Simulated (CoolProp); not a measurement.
Vapour-liquid equilibrium of n-hexane (1) + dimethyl carbonate (2) at 430.2 K; x and y are mole fractions of (1).

Computed with CoolProp (multi-fluid Helmholtz-energy mixture model, Thol 2019 and Zhou 2011; pair parameters Bell 2016).

```tsv
x	bubble pressure, mixture model (bar)	bubble pressure, Raoult's law (bar)	y, mixture model	y, Raoult's law
0.05	6.654	5.978	0.150	0.072
0.15	7.794	6.257	0.320	0.207
0.25	8.509	6.536	0.419	0.330
0.35	8.972	6.814	0.488	0.443
0.45	9.279	7.093	0.546	0.547
0.55	9.473	7.371	0.601	0.644
0.65	9.563	7.650	0.660	0.733
0.75	9.531	7.929	0.728	0.816
0.85	9.342	8.207	0.813	0.893
0.95	8.935	8.486	0.927	0.966
```

The largest gap from Raoult's law is +31.7 % in bubble pressure, at x = 0.35. y crosses x between x = 0.65 and 0.75: the model has an azeotrope there.

The pair parameters rest on a limited set of measurements; away from them the model extrapolates.
